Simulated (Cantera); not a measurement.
An adiabatic, constant-volume homogeneous reactor starts with CH4 : H2 : O2 : N2 = 1 : 0.7 : 1.96 : 12.7 (molar parts), equivalence ratio 1.2, at 1373 K and 0.330 bar.

Cantera simulation using GRI-Mech 3.0 (53 species, 325 reactions); the numbers are that mechanism's predictions, not measurements.

One state of this run: T (K) = 2621; P (bar) = 0.642; x CH4 = <1e-12; x H2 = 0.0262; x O2 = 0.00395; x HO2 = 9.86e-7; x CO2 = 0.0255; x CO = 0.0345; x HCN = 1.25e-9. x: mole fraction; the columns are a selection and need not sum to one.

Q: Which value of t (s) does it belong to?
(A) 0.000349
(B) 0.00143
(C) 0.0120
(D) 0.000172

A: C, 0.0120
